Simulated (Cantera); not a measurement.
A closed system holds: 1 mol TEOS, 0.99 mol N₂O, 16 mol N₂, held at 34.5 Torr.

These are equilibrium values from Cantera (NASA tables, ideal gas, pure condensed phases), not measurements of a reactor. Candidate condensed phases: C, C₆H₆, C₇H₈, C₈H₁₈, H₂O, Si, SiC, SiO₂, Si₂N₂O, Si₃N₄; 151 gas species. The feed counts by its element totals alone. The numbers say what is thermodynamically allowed, not how fast it happens.

log p: log10 of the partial pressure in bar; n: condensed amount in mol.

```csv
T (K),log p N₂,log p H₂,log p CO,log p HCN,log p H,log p SiO,n C(graphite),n Si₂N₂O(s),n SiC(s)
1375,-1.61,-1.83,-2.18,-5.11,-6.38,-7.07,3.50,0.500,0
1425,-1.61,-1.83,-2.18,-4.94,-6.08,-6.52,3.50,0.500,0
1475,-1.61,-1.83,-2.18,-4.77,-5.80,-6.01,3.50,0.500,0
1525,-1.61,-1.83,-2.18,-4.62,-5.54,-5.52,3.49,0.499,0
1575,-1.61,-1.83,-2.18,?,?,?,3.49,0.497,0
1625,-1.61,-1.84,-2.15,?,?,?,2.01,0,0.984
1675,-1.61,-1.84,-2.15,-4.22,-4.86,-4.57,2.00,0,0.981
1725,-1.61,-1.84,-2.15,-4.11,-4.65,-4.50,2.00,0,0.978
1775,-1.61,-1.84,-2.15,-3.99,-4.46,-4.43,1.99,0,0.974
1825,-1.61,-1.85,-2.15,-3.89,-4.28,-4.37,1.97,0,0.970
1875,-1.61,-1.85,-2.15,-3.79,-4.11,-4.31,1.95,0,0.966
```

Some entries are withheld; supply them.


- 1625, log p HCN: -4.35
- 1625, log p H: -5.07
- 1625, log p SiO: -4.64
- 1575, log p HCN: -4.48
- 1575, log p H: -5.30
- 1575, log p SiO: -5.08
